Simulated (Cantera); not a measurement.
Source: NASA polynomial tables (part measured, part estimated), evaluated in Cantera. Values are per mole of reaction as written; species without (g) are pure solids or liquids, kept so even where they would boil at 1 bar.

Cr₂O₃ + 3 OH(g) = 3 H(g) + 2 CrO₃(g)

| T (K) | ΔH° (kJ) | ΔS° (J/K) | ΔG° (kJ) | log10 K |
|---|---|---|---|---|
| 1450 | … | … | … | … |
| 1500 | 1080.8 | 235.7 | 727.3 | -25.33 |
| 1550 | … | … | … | … |
| 1600 | 1080.1 | 235.2 | 703.8 | -22.98 |
| 1650 | 1079.6 | 234.9 | 692.0 | -21.91 |
| 1700 | 1079.1 | 234.6 | 680.3 | -20.90 |
| 1750 | … | … | … | … |
| 1800 | … | … | … | … |
| 1850 | 1077.4 | 233.6 | 645.2 | -18.22 |

### Question
Complete the blanks.

### Answer

- 1450, ΔH° (kJ): 1081.2
- 1450, ΔS° (J/K): 235.9
- 1450, ΔG° (kJ): 739.1
- 1450, log10 K: -26.62
- 1550, ΔH° (kJ): 1080.5
- 1550, ΔS° (J/K): 235.4
- 1550, ΔG° (kJ): 715.5
- 1550, log10 K: -24.11
- 1750, ΔH° (kJ): 1078.6
- 1750, ΔS° (J/K): 234.3
- 1750, ΔG° (kJ): 668.6
- 1750, log10 K: -19.95
- 1800, ΔH° (kJ): 1078.0
- 1800, ΔS° (J/K): 234.0
- 1800, ΔG° (kJ): 656.8
- 1800, log10 K: -19.06
